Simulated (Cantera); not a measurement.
An adiabatic, constant-volume homogeneous reactor starts with CH4 : O2 : N2 : H2O = 1 : 4.65 : 17.5 : 6.6 (molar parts), equivalence ratio 0.43, at 1725 K and 1.01 bar.

Detailed kinetics in Cantera: GRI-Mech 3.0 (53 species, 325 reactions).

Question: Predict: time of steepest temperature rise; temperature at 4.00 s; equilibrium temperature; x(O2) at 4.00 s; x(H2O) at 4.00 s; x(O) at 4.00 s; x(NO) at 4.00 s.

Answer: 
| Item | Value |
|---|---|
| time of steepest temperature rise | 0.171 ms |
| temperature at 4.00 s | 2394 K |
| equilibrium temperature | 2394 K |
| x(O2) at 4.00 s | 0.0818 (gas-phase equilibrium 0.0818) |
| x(H2O) at 4.00 s | 0.278 (gas-phase equilibrium 0.278) |
| x(O) at 4.00 s | 0.00203 (gas-phase equilibrium 0.00203) |
| x(NO) at 4.00 s | 0.0102 (gas-phase equilibrium 0.0102) |
